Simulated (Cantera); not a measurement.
## Ammonia decomposition in nitride growth gas

A perfectly stirred reactor is fed with NH3 : H2 = 1 : 0.13 (molar parts), at 20.0 Torr; it is held at 2323 K, and followed from long to short residence time.

Computed with Cantera and the gas-phase N/H chemistry of the illustrative SiF4/NH3 mechanism in the Surface Chemkin manual (1991). Walls and surfaces, which speed up NH3 decomposition in real reactors, are not modelled.

```
τ (s)     x NH3   x H2   x N2H4     x NH2      x N2       x H
-------  ------  -----  -------  --------  --------  --------
0.33     0.0898  0.697  1.26e-9  0.000981     0.210   0.00240
0.11      0.225  0.598  4.44e-9   0.00184     0.174   0.00155
0.038     0.439  0.440  1.14e-8   0.00295     0.117  0.000938
0.013     0.659  0.278  2.08e-8   0.00398    0.0581  0.000538
0.0043    0.798  0.176  2.74e-8   0.00456    0.0212  0.000328
0.0015    0.855  0.134  2.60e-8   0.00445   0.00619  0.000231
0.00049   0.876  0.119  1.45e-8   0.00332  0.000917  0.000150
0.00017   0.882  0.116  3.27e-9   0.00158   4.32e-5   7.05e-5
```
x: mole fraction; the columns are a selection and need not sum to one.
